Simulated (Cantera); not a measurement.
# Silicon epitaxy and polysilicon growth: SiHCl3 + H2

Charge: 1 mol SiHCl3, a varied amount of H2, equilibrated at 1077 °C and 1.33 mbar.

These are equilibrium values from Cantera (NASA tables, ideal gas, pure condensed phases), not measurements of a reactor. Candidate condensed phases: Si; 19 gas species. The tables' values for SiCl3 are old estimates; treat these amounts as uncertain. The numbers say what is thermodynamically allowed, not how fast it happens.

```csv
n(H2) (mol),log p H2,log p HCl,log p SiCl2,log p SiCl3,log p SiCl4,log p SiHCl3,n Si(s)
5.9,-3.01,-3.67,-3.88,-5.18,-5.78,-6.36,0.165
8.3,-2.98,-3.73,-4.03,-5.41,-6.08,-6.57,0.242
12,-2.95,-3.81,-4.21,-5.68,-6.45,-6.84,0.332
17,-2.93,-3.89,-4.40,-5.97,-6.83,-7.11,0.420
24,-2.92,-3.99,-4.61,-6.27,-7.24,-7.41,0.508
33,-2.91,-4.08,-4.81,-6.58,-7.64,-7.71,0.586
47,-2.90,-4.20,-5.05,-6.93,-8.12,-8.06,0.666
67,-2.89,-4.32,-5.30,-7.31,-8.62,-8.44,0.738
94,-2.89,-4.44,-5.55,-7.69,-9.13,-8.81,0.796
130,-2.88,-4.57,-5.80,-8.06,-9.62,-9.18,0.842
190,-2.88,-4.72,-6.10,-8.51,-10.22,-9.63,0.885
```
log p: log10 of the partial pressure in bar; n: condensed amount in mol.

From 5.9 mol H2 to 190 mol H2 the condensed part is Si(s). The main Si-bearing gas is SiCl2 throughout. The share of Si in condensed phases is highest at 190 mol H2 (88.5 %) and lowest at 5.9 mol H2 (16.5 %).
